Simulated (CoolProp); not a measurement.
The numbers come from the reference Helmholtz-energy equation of state, Tillner-Roth 1997 in CoolProp.

For CH2F2 (R32), give the phase and the cv (kJ/(kg K)), speed of sound (m/s), Joule-Thomson coefficient (K/MPa), conductivity (mW/(m K)) at 435 K and 19.3 bar; 435 K and 28.9 bar; 435 K and 67.5 bar.


- 435 K and 19.3 bar: gas; cv 0.912, speed of sound 276, Joule-Thomson coefficient 7.55, conductivity 29.2
- 435 K and 28.9 bar: gas; cv 0.927, speed of sound 271, Joule-Thomson coefficient 7.41, conductivity 30.5
- 435 K and 67.5 bar: supercritical; cv 0.989, speed of sound 252, Joule-Thomson coefficient 6.70, conductivity 36.1

Thermal conductivity comes from a separate model (Huber 2003), an estimate that may be off by 10 % or more.
